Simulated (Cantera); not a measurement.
An adiabatic, constant-pressure homogeneous reactor starts with CH4 : CO : O2 : N2 = 1 : 0.17 : 2.54 : 9.56 (molar parts), equivalence ratio 0.82, at 1500 K and 760 Torr. Integrator tolerance rtol = 1e-08.

Computed with Cantera and GRI-Mech 3.0 (53 species, 325 reactions).

Q: What does this change do: pressure from 760 Torr to 5480 Torr?

A: 
```json
[
 {"quantity": "time of steepest temperature rise", "before": "1.09 ms", "after": "0.236 ms"},
 {"quantity": "temperature at 1.00 s", "before": "2671 K", "after": "2786 K"},
 {"quantity": "equilibrium temperature", "before": "2671 K", "after": "2786 K"},
 {"quantity": "x(CH4) at 1.00 s", "before": "<1e-12 (gas-phase equilibrium <1e-12)", "after": "<1e-12 (gas-phase equilibrium <1e-12)"},
 {"quantity": "x(CO) at 1.00 s", "before": "0.0263 (gas-phase equilibrium 0.0263)", "after": "0.0194 (gas-phase equilibrium 0.0194)"},
 {"quantity": "x(O2) at 1.00 s", "before": "0.0384 (gas-phase equilibrium 0.0384)", "after": "0.0345 (gas-phase equilibrium 0.0345)"},
 {"quantity": "x(C2H2) at 1.00 s", "before": "<1e-12 (gas-phase equilibrium <1e-12)", "after": "<1e-12 (gas-phase equilibrium <1e-12)"},
 {"quantity": "x(N2O) at 1.00 s", "before": "6.50e-7 (gas-phase equilibrium 6.50e-7)", "after": "1.98e-6 (gas-phase equilibrium 1.98e-6)"},
 {"quantity": "x(OH) at 1.00 s", "before": "0.0176 (gas-phase equilibrium 0.0176)", "after": "0.0145 (gas-phase equilibrium 0.0145)"},
 {"quantity": "x(C2H) at 1.00 s", "before": "<1e-12 (gas-phase equilibrium <1e-12)", "after": "<1e-12 (gas-phase equilibrium <1e-12)"}
]
```
